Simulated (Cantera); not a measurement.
# Abatement and gas-phase synthesis: NH3 + H2O + O2

Feed: 1 mol NH3, 4 mol H2O, 0.13 mol O2, equilibrated at 2698.15 K.

These are equilibrium values from Cantera (NASA tables, ideal gas, pure condensed phases), not measurements of a reactor. Candidate condensed phases: H2O; 24 gas species. The ideal-gas law is rough above about 30 bar. The numbers say what is thermodynamically allowed, not how fast it happens.

```tsv
P (Pa)	x H2O	x H	x O	x H2	x OH	x N2	x O2
10	0.000722	0.680	0.258	0.0145	0.00863	0.0322	0.00518
120	0.0453	0.535	0.181	0.108	0.0574	0.0395	0.0307
1400	0.324	0.221	0.0558	0.215	0.0851	0.0612	0.0339
17000	0.585	0.0630	0.00843	0.212	0.0444	0.0762	0.00940
210000	0.678	0.0176	0.000817	0.205	0.0149	0.0814	0.00109
2500000	0.701	0.00512	7.07e-5	0.206	0.00446	0.0828	9.74e-5
30000000	0.708	0.00148	5.93e-6	0.206	0.00130	0.0832	8.22e-6
```
x: gas mole fraction; nothing condenses.

From 0.000100 bar to 300 bar nothing is condensed.
